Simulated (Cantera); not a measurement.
## Ammonia decomposition in nitride growth gas

An isothermal, constant-pressure homogeneous reactor starts with 54.6 % NH₃, 45.4 % N₂, at 2098 K and 1.20 bar.

Model: the gas-phase N/H chemistry of the illustrative SiF4/NH3 mechanism in the Surface Chemkin manual (1991), integrated in Cantera. Walls and surfaces, which speed up NH3 decomposition in real reactors, are not modelled.

| t (s) | x NH₃ | x H | x N | x N₂H₄ | x N₂H₂ |
|---|---|---|---|---|---|
| 2.00e-6 | 0.546 | 1.06e-6 | 1.08e-11 | 1.44e-9 | 4.99e-9 |
| 1.25e-5 | 0.546 | 1.20e-6 | 3.14e-9 | 5.77e-8 | 3.27e-7 |
| 7.87e-5 | 0.542 | 5.37e-6 | 5.61e-8 | 7.11e-7 | 5.47e-6 |
| 0.000493 | 0.518 | 2.86e-5 | 3.48e-7 | 6.25e-7 | 5.65e-6 |
| 0.00309 | 0.396 | 0.000138 | 1.16e-6 | 3.28e-7 | 3.76e-6 |
| 0.0194 | 0.105 | 0.000582 | 1.60e-6 | 4.78e-8 | 7.11e-7 |
| 0.122 | 0.00130 | 0.00197 | 4.61e-7 | 5.58e-11 | 1.80e-9 |
| 0.763 | 8.90e-5 | 0.00205 | 3.55e-8 | <1e-12 | 1.09e-11 |
| 4.78 | 1.36e-5 | 0.00206 | 5.44e-9 | <1e-12 | 1.78e-12 |
| 30.0 | 5.47e-6 | 0.00206 | 2.18e-9 | <1e-12 | 1.60e-12 |
x: mole fraction; the columns are a selection and need not sum to one.

Equilibrium at this temperature and pressure: NH₃ 5.42e-6, H 0.00206, N 2.16e-9, N₂H₄ <1e-12, N₂H₂ 1.60e-12 (gas phase only).
